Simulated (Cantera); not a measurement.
Feed: 1 mol Ta2O5, 1.5 mol H2, held at 825 K and 13.3 mbar.

Method: chemical equilibrium by Gibbs-energy minimisation in Cantera with the NASA 1993 tables (ideal gas, pure condensed phases). Candidate condensed phases: H2O, Ta, Ta2O5; 12 gas species. The numbers say what is thermodynamically allowed, not how fast it happens.

Base state: H2 1.00 (mole fractions); condensed: Ta2O5(s).

Question: What changes in the equilibrium state with this change: Ta2O5 replaced by V2O3?

Answer: 
| species | before | after |
|---|---|---|
| H2 | 1.00 | 1.000 |
| Ta2O5(s), mol | 1.00 | 0 |
| V2O3(s), mol | 0 | 1.000 |
Condensed phases not in the tables: the oxides between V2O3 and V2O5 other than VO2. Further candidate phases: V, VO, V2O3, V2O4, V2O5.
